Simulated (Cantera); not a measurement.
**Calcination and drying: Ca(OH)2 + C + O2**

A closed system holds: 1 mol Ca(OH)2, 0.025 mol C, 0.47 mol O2, held at 0.670 bar.

Cantera equilibrium calculation (NASA polynomials, part measured and part estimated; ideal gas, pure solids and liquids). Candidate condensed phases: C, C6H6, C7H8, C8H18, Ca, CaCO3, CaO, Ca(OH)2, H2O; 115 gas species. Kinetics and transport are ignored.

From 850 K to 900 K the condensed part is CaCO3(calcite) + CaO(s). From 950 K to 1500 K the condensed part is CaO(s).

| T (K) | log p H2O | log p O2 | log p CO2 | log p OH | log p H2 | log p O | log p HO2 | log p Ca(OH)2 | n CaCO3(calcite) | n CaO(s) |
|---|---|---|---|---|---|---|---|---|---|---|
| 850 | -0.33 | -0.69 | -2.84 | -8.11 | <-12 | <-12 | -9.93 | <-12 | 0.0219 | 0.978 |
| 900 | -0.34 | -0.69 | -2.26 | -7.55 | -11.49 | -11.61 | -9.48 | <-12 | 0.0129 | 0.987 |
| 950 | -0.34 | -0.69 | -1.94 | -7.06 | -10.73 | -10.84 | -9.08 | -11.94 | 0 | 1.00 |
| 1000 | -0.34 | -0.69 | -1.94 | -6.61 | -10.05 | -10.15 | -8.71 | -11.21 | 0 | 1.00 |
| 1050 | -0.34 | -0.69 | -1.94 | -6.21 | -9.44 | -9.52 | -8.38 | -10.55 | 0 | 1.00 |
| 1100 | -0.34 | -0.69 | -1.94 | -5.84 | -8.87 | -8.95 | -8.08 | -9.95 | 0 | 1.00 |
| 1150 | -0.34 | -0.69 | -1.94 | -5.51 | -8.36 | -8.43 | -7.81 | -9.40 | 0 | 1.00 |
| 1200 | -0.34 | -0.69 | -1.94 | -5.20 | -7.89 | -7.95 | -7.55 | -8.90 | 0 | 1.00 |
| 1250 | -0.34 | -0.69 | -1.94 | -4.91 | -7.46 | -7.51 | -7.32 | -8.44 | 0 | 1.00 |
| 1300 | -0.34 | -0.69 | -1.94 | -4.65 | -7.06 | -7.10 | -7.11 | -8.02 | 0 | 1.00 |
| 1350 | -0.34 | -0.69 | -1.94 | -4.41 | -6.68 | -6.72 | -6.91 | -7.62 | 0 | 1.00 |
| 1400 | -0.34 | -0.69 | -1.94 | -4.19 | -6.34 | -6.37 | -6.72 | -7.26 | 0 | 1.00 |
| 1450 | -0.34 | -0.69 | -1.94 | -3.98 | -6.02 | -6.04 | -6.55 | -6.92 | 0 | 1.00 |
| 1500 | -0.34 | -0.69 | -1.94 | -3.78 | -5.72 | -5.74 | -6.39 | -6.61 | 0 | 1.000 |
log p: log10 of the partial pressure in bar; n: condensed amount in mol.
